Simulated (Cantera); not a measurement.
**Titanium nitride, carbide and oxide coatings: Ti + O₂ + H₂**

Feed: 1 mol Ti, a varied amount of O₂, 380 mol H₂, at 2048.15 K and 0.250 bar.

Method: chemical equilibrium by Gibbs-energy minimisation in Cantera with the NASA 1993 tables (ideal gas, pure condensed phases). Candidate condensed phases: H₂O, Ti, TiO, TiO₂, Ti₂O₃, Ti₃O₅, Ti₄O₇; 12 gas species. Each liquid is taken as pure. Mutual solubility and eutectic melting of coexisting phases are not modelled. TiO: taken at fixed stoichiometry. Condensed phases not in the tables: N, O or C dissolved in the metal. Rates play no part.

From 0.13 mol O₂ to 0.42 mol O₂ the condensed part is Ti(l) + TiO(l). At 0.54 mol O₂ the condensed part is TiO(l). At 0.69 mol O₂ the condensed part is TiO(l) + Ti₂O₃(s). From 0.88 mol O₂ to 1.4 mol O₂ the condensed part is Ti₂O₃(s). At 1.8 mol O₂ the condensed part is Ti₃O₅(s). The main Ti-bearing gas is Ti at 0.13 mol O₂ and TiO at 1.8 mol O₂.

```tsv
n(O₂) (mol)	x H₂	x H₂O	x H	x Ti	x TiO	x OH	n Ti(l)	n TiO(l)	n Ti₂O₃(s)	n Ti₃O₅(s)
0.13	0.995	2.16e-6	0.00447	7.37e-5	5.98e-6	1.06e-9	0.713	0.257	0	0
0.16	0.995	2.16e-6	0.00447	7.37e-5	5.98e-6	1.06e-9	0.653	0.317	0	0
0.21	0.995	2.16e-6	0.00447	7.37e-5	5.98e-6	1.06e-9	0.553	0.417	0	0
0.26	0.995	2.16e-6	0.00447	7.37e-5	5.98e-6	1.06e-9	0.453	0.517	0	0
0.33	0.995	2.16e-6	0.00447	7.37e-5	5.98e-6	1.06e-9	0.313	0.657	0	0
0.42	0.995	2.16e-6	0.00447	7.37e-5	5.98e-6	1.06e-9	0.133	0.837	0	0
0.54	0.995	0.000211	0.00447	7.57e-7	5.98e-6	1.03e-7	0	0.997	0	0
0.69	0.995	0.000418	0.00447	3.82e-7	5.98e-6	2.04e-7	0	0.556	0.221	0
0.88	0.995	0.000685	0.00447	1.82e-7	4.67e-6	3.35e-7	0	0	0.499	0
1.1	0.994	0.00184	0.00447	4.12e-8	2.85e-6	9.01e-7	0	0	0.499	0
1.4	0.992	0.00341	0.00447	1.63e-8	2.09e-6	1.67e-6	0	0	0.500	0
1.8	0.990	0.00507	0.00446	8.57e-9	1.64e-6	2.49e-6	0	0	0	0.333
```
x: gas mole fraction; n: condensed amount in mol.
